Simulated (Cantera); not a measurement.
# Moist CO burnout

A perfectly stirred reactor is fed with CO : O2 : H2O : N2 = 0.0081 : 0.17 : 0.0029 : 1 (molar parts), equivalence ratio 0.024, at 100.0 Torr; it is held at 1175 K, and followed from long to short residence time.

Detailed kinetics in Cantera: GRI-Mech 3.0 (53 species, 325 reactions).

| τ (s) | x CO | x O2 | x H2O | x N2O | x OH | x O | x H |
|---|---|---|---|---|---|---|---|
| 12 | 8.03e-5 | 0.141 | 0.00245 | 2.34e-7 | 1.92e-5 | 2.51e-5 | 2.60e-7 |
| 3.3 | 0.000190 | 0.141 | 0.00245 | 2.18e-7 | 2.90e-5 | 5.88e-5 | 9.22e-7 |
| 0.88 | 0.000451 | 0.141 | 0.00244 | 1.91e-7 | 4.39e-5 | 0.000138 | 3.26e-6 |
| 0.23 | 0.00105 | 0.141 | 0.00242 | 1.55e-7 | 6.48e-5 | 0.000309 | 1.08e-5 |
| 0.062 | 0.00227 | 0.142 | 0.00239 | 1.13e-7 | 8.79e-5 | 0.000596 | 2.84e-5 |
| 0.017 | 0.00424 | 0.142 | 0.00238 | 6.15e-8 | 9.73e-5 | 0.000814 | 4.40e-5 |
| 0.0044 | 0.00634 | 0.144 | 0.00242 | 9.19e-9 | 4.94e-5 | 0.000347 | 1.20e-5 |
x: mole fraction; the columns are a selection and need not sum to one.
